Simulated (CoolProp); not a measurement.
Vapour pressure (MPa) of dimethyl carbonate: the reference equation beside estimates from Tc = 557.0 K, pc = 4.909 MPa, ω = 0.346.

The numbers come from the reference Helmholtz-energy equation of state, Zhou 2011 in CoolProp.

| T (K) | reference | Lee-Kesler | van der Waals | Redlich-Kwong |
|---|---|---|---|---|
| 435.9 | 0.6590 | 0.6713 | 1.698 | 1.030 |
| 439.9 | 0.7160 | 0.7299 | 1.773 | 1.101 |
| 443.9 | 0.7766 | 0.7923 | 1.849 | 1.175 |
| 447.8 | 0.8394 | 0.8568 | 1.925 | 1.250 |
| 451.8 | 0.9077 | 0.9270 | 2.005 | 1.331 |
| 455.8 | 0.9801 | 1.001 | 2.088 | 1.415 |
| 459.8 | 1.057 | 1.080 | 2.172 | 1.503 |
| 463.8 | 1.138 | 1.163 | 2.259 | 1.594 |
| 467.7 | 1.222 | 1.249 | 2.345 | 1.687 |
| 471.7 | 1.312 | 1.342 | 2.436 | 1.786 |
| 475.7 | 1.408 | 1.440 | 2.529 | 1.888 |
| 479.7 | 1.509 | 1.543 | 2.624 | 1.995 |
| 483.7 | 1.615 | 1.651 | 2.721 | 2.105 |

Absolute difference from the reference over all 13 rows, mean and median: Lee-Kesler 2.1 and 2.2 %, van der Waals 108.5 and 105.5 %, Redlich-Kwong 42.6 and 42.2 %.
